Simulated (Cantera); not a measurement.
Cantera run:

```python
import numpy as np
import cantera as ct

gas_names = """
    Mg HF H
""".split()
cond_names = """
    MgF2(s) MgF2(L)
""".split()


# ... load() reads the species with a 1 bar reference pressure and builds the phases ...
species = {s.name: s for s in load("nasa_gas.yaml", gas_names) + load("nasa_condensed.yaml", cond_names)}
# Each term lists the table entries of one substance; the one whose range holds T is used.
reactions = {
    'Mg(g) + 2 HF(g) = 2 H(g) + MgF2':
        [(-1, ['Mg']), (-2, ['HF']), (2, ['H']), (1, ['MgF2(s)', 'MgF2(L)'])],
}


def pick(names, T):
    return next(species[n] for n in names if species[n].thermo.min_temp <= T <= species[n].thermo.max_temp)


results = []
for label, terms in reactions.items():
    print(label)
    print("     T/K   dH/kJ  dS/(J/K)   dG/kJ   log10 K")
    for T in [1750, 1800, 1850, 1900, 1950, 2000, 2050, 2100, 2150]:
        used = [(nu, pick(names, T)) for nu, names in terms]
        dH = sum(nu * s.thermo.h(T) for nu, s in used) / 1e6
        dS = sum(nu * s.thermo.s(T) for nu, s in used) / 1e3
        dG = dH - T * dS / 1e3
        logK = -dG * 1e6 / (ct.gas_constant * T * np.log(10))
        results.append((label, T, dH, dS, dG, logK, [s.name for _, s in used]))
        print(f"{T:8g} {dH:8.1f} {dS:8.1f} {dG:8.1f} {logK:8.2f}")
```

Result:

```
Mg(g) + 2 HF(g) = 2 H(g) + MgF2
     T/K   dH/kJ  dS/(J/K)   dG/kJ   log10 K
    1750   -173.5   -105.0     10.3    -0.31
    1800   -171.0   -103.6     15.5    -0.45
    1850   -168.6   -102.3     20.6    -0.58
    1900   -166.1   -101.0     25.7    -0.71
    1950   -163.7    -99.7     30.7    -0.82
    2000   -161.3    -98.5     35.7    -0.93
    2050   -159.0    -97.3     40.6    -1.03
    2100   -156.6    -96.2     45.4    -1.13
    2150   -154.2    -95.1     50.2    -1.22
```

Cantera with NASA thermochemical tables; ideal gases at 1 bar, condensed phases pure. Condensed species are held in their standard states even where they would react or evaporate.
